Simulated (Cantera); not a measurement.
Input: 1 mol CaCl2, 0.73 mol HCl, 12 mol H2, equilibrated at 1725 K and 10.0 mbar.

Equilibrium computed with Cantera from the NASA thermochemical tables; the gas is ideal and each condensed phase is pure. Candidate condensed phases: Ca, CaCl2; 9 gas species. Kinetics and transport are ignored.

Q: What is the equilibrium state?

A: 
```
Item                                    Result
-----------------------------------  ---------
x(H2)                                    0.872
x(CaCl2)                                0.0726
x(HCl)                                  0.0532
x(H)                                   0.00173
x(CaCl)                               0.000145
x(Cl)                                  8.19e-5
x(Ca)                                  2.68e-6
gas amount                           13.74 mol
log10 activity of CaCl2(l) (absent)      -1.52
log10 activity of Ca(l) (absent)         -7.44
```
